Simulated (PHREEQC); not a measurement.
A PHREEQC input (ion-association model, wateq4f.dat):

```
SOLUTION 1
  temp 25
  units mg/L
  pH 6.77
  pe 8.8
  Na 9.58
  K 14.8
  Ca 7.74
  Mg 1.29
  Cl 15.2
  S(6) 7.57 as SO4
  Alkalinity 43.7 as HCO3 charge
  Cu(2) 0.44
END
USE solution 1
EQUILIBRIUM_PHASES 1
  CO2(g) -2.5 10
END
```

It stops with these messages:

```
ERROR: Alkalinity cannot be used with charge balance or solution phase boundary constraints.
ERROR: Program terminating due to input errors.
```

The fault: charge balance asked on alkalinity. The line should read `as HCO3` where the input has `as HCO3 charge`. With the mend the run ends at pH 7.15 and ionic strength 0.00160 mol/kgw.
